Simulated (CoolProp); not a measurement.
The numbers come from the reference Helmholtz-energy equation of state, Lemmon 2006 in CoolProp. It is a short technical equation, of lower accuracy than the large ones.

Q: For carbonyl sulfide, give the phase and the Z, cv (kJ/(kg K)), Joule-Thomson coefficient (K/MPa), isothermal compressibility (1/MPa) at 219.6 K and 3.98 bar; 219.6 K and 19.9 bar.

A: 
- 219.6 K and 3.98 bar: liquid; Z 0.0111, cv 0.707, Joule-Thomson coefficient -0.435, isothermal compressibility 0.00127
- 219.6 K and 19.9 bar: liquid; Z 0.0553, cv 0.708, Joule-Thomson coefficient -0.439, isothermal compressibility 0.00125
